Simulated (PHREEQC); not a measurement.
PHREEQC input (ion-association model, wateq4f.dat):

```
SOLUTION_MASTER_SPECIES
  An  An-  0  An  62.0  # stands for a non-complexing anion
SOLUTION_SPECIES
  An- = An-
    -log_k 0
    -gamma 3.0 0
PHASES
  Fix_H+
    H+ = H+
    -log_k 0
SOLUTION 1
  temp 25
  units mmol/kgw
  pH 7 charge
  S(6) 0.00047
  Ag 0.00094
  Cl 0.0154
  Ba 0.0077
  Na 100
  An 100
END
SELECTED_OUTPUT 1
  -reset false
  -pH true
  -pe true
  -ionic_strength true
  -water true
  -totals Ag Ba Cl Na S S(-2) S(6)
  -molalities Hfo_wOH Hfo_wOH2+ Hfo_wO- Hfo_sOH Hfo_sOH2+ Hfo_sO- Hfo_sOHBa+2 Hfo_wOBa+ Hfo_wSO4- Hfo_wOHSO4-2
    Hfo_sOAg Hfo_wOAg
  -saturation_indices Barite Cerargyrite Ag2O Ag2SO4 Halite Mirabilite
USER_PUNCH 1
  -headings sigma psi
  10 PUNCH EDL("sigma", "Hfo"), EDL("psi", "Hfo")
PRINT
  -reset false
USE solution 1
SURFACE 1
  Hfo_wOH 8.98876e-05 600 0.04
  Hfo_sOH 2.24719e-06
EQUILIBRIUM_PHASES 1
  Fix_H+ -4 HAn 10
    -force_equality true
  O2(g) -0.68 10
END
# ... the last block is repeated for the other 12 points of pH, with NaOH or the acid as the point needs
```

Selected output (columns that matter, 13 of 13 rows; pH added in front):

```
pH	mu	Ag	Ba	Na	S	m_Hfo_wOH	m_Hfo_wOH2+	si_Barite	si_Cerargyrite	si_Ag2O	si_Halite	si_Mirabilite	sigma	psi
4	0.10018	9.3996e-07	7.7e-06	0.1	4.9279e-08	1.1755e-05	7.7671e-05	-3.3799	-1.3212	-16.864	-7.6183	-8.9258	0.31787	0.14611
4.67	0.10008	9.3955e-07	7.7e-06	0.1	9.612e-08	2.7459e-05	6.1775e-05	-3.0882	-1.3213	-15.525	-7.6182	-8.6341	0.25125	0.13416
5.33	0.10005	9.367e-07	7.6999e-06	0.1	2.2467e-07	4.4487e-05	4.4128e-05	-2.7191	-1.3226	-14.207	-7.6182	-8.265	0.17598	0.11615
6	0.10004	9.2055e-07	7.6992e-06	0.1	3.9128e-07	5.7582e-05	2.9667e-05	-2.4781	-1.3301	-12.882	-7.6182	-8.024	0.11112	0.093349
6.67	0.10003	8.4871e-07	7.6928e-06	0.1	4.5793e-07	6.4953e-05	2.0117e-05	-2.4101	-1.3654	-11.613	-7.6181	-7.9556	0.063008	0.066789
7.33	0.10003	6.4629e-07	7.6358e-06	0.1	4.6873e-07	6.8091e-05	1.4432e-05	-2.4032	-1.4836	-10.53	-7.618	-7.9455	0.02954	0.037491
8	0.10003	3.8765e-07	7.2383e-06	0.1	4.6989e-07	6.8991e-05	1.0544e-05	-2.4253	-1.7055	-9.6336	-7.6179	-7.9444	0.0045308	0.0062588
8.67	0.10003	3.1094e-07	6.3978e-06	0.10001	4.6999e-07	6.8045e-05	7.3383e-06	-2.4789	-1.8014	-8.4854	-7.6178	-7.9442	-0.018306	-0.02442
9.33	0.10006	3.2967e-07	5.7913e-06	0.10004	4.7e-07	6.4755e-05	4.8032e-06	-2.5222	-1.7765	-7.1156	-7.6177	-7.944	-0.04641	-0.053847
10	0.10016	2.1771e-07	4.372e-06	0.10016	4.7e-07	5.6561e-05	2.5287e-06	-2.6447	-1.9593	-6.1413	-7.6172	-7.9432	-0.08502	-0.080475
10.67	0.10065	8.6686e-08	1.6224e-06	0.10066	4.7e-07	4.1801e-05	9.4296e-07	-3.077	-2.3721	-5.6265	-7.6154	-7.9402	-0.13437	-0.10254
11.33	0.10285	3.3218e-08	3.8414e-07	0.10287	4.7e-07	2.5504e-05	2.5629e-07	-3.7109	-2.8551	-5.2707	-7.6075	-7.9271	-0.19568	-0.1208
12	0.11331	2.5594e-08	1.4484e-07	0.11334	4.7e-07	1.0596e-05	3.523e-08	-4.1722	-3.3285	-4.8695	-7.5727	-7.8695	-0.25634	-0.13202
```

Species that the database lacks are ignored.
